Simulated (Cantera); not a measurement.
A closed system holds: 1 mol CO₂, 0.35 mol O₂, 0.15 mol H₂, at 3473.15 K and 0.133 bar.

Cantera equilibrium calculation (NASA polynomials, part measured and part estimated; ideal gas, pure solids and liquids). Candidate condensed phases: C, C₆H₆, C₇H₈, C₈H₁₈, H₂O; 110 gas species. Rates play no part.

### Question
What is the equilibrium state?

### Answer
| Property | Value |
|---|---|
| x(O) | 0.401 |
| x(CO) | 0.358 |
| x(O₂) | 0.101 |
| x(H) | 0.0821 |
| x(CO₂) | 0.0284 |
| x(OH) | 0.0243 |
| x(H₂) | 0.00291 |
| x(H₂O) | 0.00190 |
| x(HO₂) | 4.31e-6 |
| gas amount | 2.585 mol |
| log10 activity of C(graphite) (absent) | -6.48 |
